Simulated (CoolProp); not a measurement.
Properties of R227EA at several states.

Model: reference Helmholtz-energy equation of state, Lemmon 2016, in CoolProp.

```
T (°C)  p (kPa)   phase  cv (kJ/(kg K))  speed of sound (m/s)  viscosity (µPa s)  fugacity coefficient
------  -------  ------  --------------  --------------------  -----------------  --------------------
-91.55      363  liquid          0.6843                     …               1370              0.001989
35.85       143     gas               …                 123.0                  …                0.9668
-15.45       51     gas          0.6880                 113.9               9.92                0.9769
```

Question: Fill in the missing entries.

Answer: 
- -91.55, speed of sound (m/s): 910.6
- 35.85, cv (kJ/(kg K)): 0.7758
- 35.85, viscosity (µPa s): 12.0

Viscosity comes from a separate model (Huber 2003), an estimate that may be off by 10 % or more.
